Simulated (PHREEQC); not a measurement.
# Copper plating or etch bath: speciation

Solution (90 °C): 0.014 mol/kgw CuSO4, 0.15 mol/kgw HNO3 and 0.00031 mol/kgw H3BO3. Closed to the air; pH follows from the charge balance.

Model: ion-association model, phreeqc.dat, run in PHREEQC.

Each row changes one thing in this solution. This is a speciation only: nothing precipitates in the calculation.

| case | pH | ionic strength (mol/kgw) | HSO4- (mol/kgw) | SO4-2 (mol/kgw) | CuSO4 (mol/kgw) | CuOH+ (mol/kgw) |
|---|---|---|---|---|---|---|
| as made | 0.97 | 0.179 | 0.0132 | 0.000639 | 0.000192 | 5.44e-10 |
| HNO3 from 0.15 to 0.03 mol/kgw | 1.79 | 0.0599 | 0.0102 | 0.00236 | 0.00140 | [?] |
| CuSO4 from 0.014 to 0.007 mol/kgw | 0.95 | 0.165 | 0.00665 | 0.000298 | 4.82e-5 | 2.65e-10 |
| HNO3 from 0.15 to 0.165 mol/kgw | 0.93 | 0.194 | 0.0132 | 0.000597 | 0.000169 | 4.84e-10 |
| 0.0017 mol/kgw LiOH added | 0.98 | 0.179 | 0.0132 | [?] | 0.000194 | [?] |
| 0.0028 mol/kgw LiOH added | 0.98 | 0.179 | 0.0132 | 0.000651 | 0.000196 | 5.55e-10 |
| H3BO3 replaced by HBF4 at the same molality | 0.97 | 0.179 | 0.0132 | 0.000639 | 0.000192 | 5.44e-10 |
| HNO3 from 0.15 to 0.75 mol/kgw | 0.27 | 0.778 | 0.0137 | 0.000253 | 2.22e-5 | 8.01e-11 |
| H3BO3 from 0.00031 to 3.1e-05 mol/kgw | 0.97 | 0.179 | 0.0132 | 0.000639 | 0.000192 | 5.44e-10 |

### Question
What belongs in the gaps?

### Answer

- HNO3 from 0.15 to 0.03 mol/kgw, CuOH+ (mol/kgw): 4.08e-9
- 0.0017 mol/kgw LiOH added, SO4-2 (mol/kgw): 0.000646
- 0.0017 mol/kgw LiOH added, CuOH+ (mol/kgw): 5.50e-10

The ionic strength passes 0.7 mol/kgw, the rough limit of the ion-association models, in HNO3 from 0.15 to 0.75 mol/kgw. Species that the database lacks are ignored. Constants without temperature data keep their 25 °C values here.
